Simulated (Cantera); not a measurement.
Thermodynamics of silicon etching in halogen gases, feed Si + F2

Charge: 1 mol Si, a varied amount of F2, equilibrated at 775 K and 1.90 Pa.

Equilibrium computed with Cantera from the NASA thermochemical tables; the gas is ideal and each condensed phase is pure. Candidate condensed phases: Si; 9 gas species. The tables' values for SiF3 are old estimates; treat these amounts as uncertain. Rates play no part.

```json
[
 {"n(F2) (mol)": "0.66", "x SiF4": "1.000", "x F": "<1e-12", "x F2": "<1e-12", "x SiF3": "0.000124", "x SiF2": "1.01e-7", "n Si(s)": "0.670"},
 {"n(F2) (mol)": "1.4", "x SiF4": "1.000", "x F": "<1e-12", "x F2": "<1e-12", "x SiF3": "0.000124", "x SiF2": "1.01e-7", "n Si(s)": "0.300"},
 {"n(F2) (mol)": "2.2", "x SiF4": "0.737", "x F": "0.230", "x F2": "0.0323", "x SiF3": "<1e-12", "x SiF2": "<1e-12", "n Si(s)": "0"},
 {"n(F2) (mol)": "3", "x SiF4": "0.380", "x F": "0.480", "x F2": "0.140", "x SiF3": "<1e-12", "x SiF2": "<1e-12", "n Si(s)": "0"},
 {"n(F2) (mol)": "3.7", "x SiF4": "0.269", "x F": "0.548", "x F2": "0.183", "x SiF3": "<1e-12", "x SiF2": "<1e-12", "n Si(s)": "0"},
 {"n(F2) (mol)": "4.5", "x SiF4": "0.202", "x F": "0.588", "x F2": "0.210", "x SiF3": "<1e-12", "x SiF2": "<1e-12", "n Si(s)": "0"},
 {"n(F2) (mol)": "5.2", "x SiF4": "0.166", "x F": "0.609", "x F2": "0.225", "x SiF3": "<1e-12", "x SiF2": "<1e-12", "n Si(s)": "0"},
 {"n(F2) (mol)": "6", "x SiF4": "0.137", "x F": "0.625", "x F2": "0.237", "x SiF3": "<1e-12", "x SiF2": "<1e-12", "n Si(s)": "0"},
 {"n(F2) (mol)": "6.8", "x SiF4": "0.118", "x F": "0.636", "x F2": "0.246", "x SiF3": "<1e-12", "x SiF2": "<1e-12", "n Si(s)": "0"},
 {"n(F2) (mol)": "7.5", "x SiF4": "0.104", "x F": "0.644", "x F2": "0.252", "x SiF3": "<1e-12", "x SiF2": "<1e-12", "n Si(s)": "0"}
]
```
x: gas mole fraction; n: condensed amount in mol.

From 0.66 mol F2 to 1.4 mol F2 the condensed part is Si(s). From 2.2 mol F2 to 7.5 mol F2 nothing is condensed. The main Si-bearing gas is SiF4 throughout.
